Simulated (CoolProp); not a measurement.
Model: reference Helmholtz-energy equation of state, Lemmon 2006, in CoolProp. It is a short technical equation, of lower accuracy than the large ones.

Question: For carbonyl sulfide, give the phase and the density (kg/m³), Joule-Thomson coefficient (K/MPa), isothermal compressibility (1/MPa), fugacity coefficient at 368 K and 79.6 bar; 484.3 K and 79.6 bar; 620 K and 79.6 bar.

Answer: 
- 368 K and 79.6 bar: liquid; density 762, Joule-Thomson coefficient 1.23, isothermal compressibility 0.0238, fugacity coefficient 0.497
- 484.3 K and 79.6 bar: supercritical; density 149, Joule-Thomson coefficient 6.60, isothermal compressibility 0.158, fugacity coefficient 0.821
- 620 K and 79.6 bar: supercritical; density 99.9, Joule-Thomson coefficient 3.66, isothermal compressibility 0.134, fugacity coefficient 0.928
